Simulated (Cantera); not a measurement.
Gas mixture: H2 = 0.07 (molar parts), at 100.0 Torr, frozen composition.

Cantera's kinetic-theory transport with the Lennard-Jones parameters of GRI-Mech 3.0, ideal gas; thermal conductivity in the mixture-averaged form.

D: mixture-averaged diffusion coefficient of that species in the mixture.

```
T (K)  ρ (kg/m³)  cp (J/kg/K)  μ (µPa s)  λ (mW/m/K)     Pr  D (cm²/s) CO2  D (cm²/s) C2H2  D (cm²/s) CH4
-----  ---------  -----------  ---------  ----------  -----  -------------  --------------  -------------
400      0.00808        14520       10.9         229  0.689           8.31               ?           9.18
600      0.00539        14510       14.1         298  0.688           16.6               ?           18.2
800      0.00404        14690       17.0         363  0.689           26.9               ?           29.4
1000     0.00323        14960       19.7         428  0.687           39.1               ?           42.6
1200     0.00269        15380       22.1         494  0.689           52.9               ?           57.6
1400     0.00231        15800       24.4         559  0.690           68.4               ?           74.4
1600     0.00202        16220       26.6         625  0.691           85.3               ?           92.8
1800     0.00180        16620       28.7         690  0.692            104               ?            113
```

### Question
Some entries are withheld; supply them.

### Answer

- 400, D (cm²/s) C2H2: 7.78
- 600, D (cm²/s) C2H2: 15.5
- 800, D (cm²/s) C2H2: 25.1
- 1000, D (cm²/s) C2H2: 36.4
- 1200, D (cm²/s) C2H2: 49.3
- 1400, D (cm²/s) C2H2: 63.7
- 1600, D (cm²/s) C2H2: 79.4
- 1800, D (cm²/s) C2H2: 96.6
